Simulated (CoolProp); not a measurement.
500 sccm (0 °C, 1 atm) of nitrogen bubbles through liquid tetrahydrofuran at 278.7 K and leaves saturated at a total pressure of 0.0911 MPa (ideal gas phase). Each further row changes one setting.

Values from CoolProp's reference Helmholtz-energy equation of state, Fiedler 2023.

```csv
case,vapour pressure (kPa),mole fraction of vapour,delivery (mg/min),delivery (sccm),change of delivery for a bath 1 K warmer (%)
as stated,8.58,[?],[?],52.0,5.8
bath temperature 283.7 K,[?],0.121,222,68.9,5.8
total pressure 0.182 MPa,8.58,0.0471,[?],24.7,5.5
```

**Question.** Complete the blanks.

**Answer.** 
- as stated, mole fraction of vapour: 0.0942
- as stated, delivery (mg/min): 167
- bath temperature 283.7 K, vapour pressure (kPa): 11.0
- total pressure 0.182 MPa, delivery (mg/min): 79.6
